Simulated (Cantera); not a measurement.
An adiabatic, constant-volume homogeneous reactor starts with 6.68 % CH4, 18.9 % O2, 70.9 % N2, 3.61 % H2O, at 1050 K and 2.20 bar.

Cantera simulation using GRI-Mech 3.0 (53 species, 325 reactions); the numbers are that mechanism's predictions, not measurements.

One state of this run: T (K) = 2578; P (bar) = 5.45; x CH4 = <1e-12; x O2 = 0.0494; x H2O = 0.160; x HCN = 5.20e-11; x H = 0.000783; x CH2 = <1e-12. x: mole fraction; the columns are a selection and need not sum to one.

Task: Which value of t (s) does it belong to?
A. 0.170
B. 0.000362
C. 9.00e-6
D. 0.584

Result: D, 0.584
